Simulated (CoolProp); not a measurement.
A Linde-Hampson liquefier for normal hydrogen: isothermal reversible compression at 230 K from 1 atm to 15 MPa, throttling to 1 atm, return gas leaving the recuperator 10 K below the feed. Each further row changes one setting.

Model: reference Helmholtz-energy equation of state, Leachman 2009, in CoolProp.

```tsv
case	compression work (kJ/kg of gas)
as stated	4840
high pressure 30 MPa	5600
warm-end temperature 260 K	5460
warm-end gap 15 K	4840
```
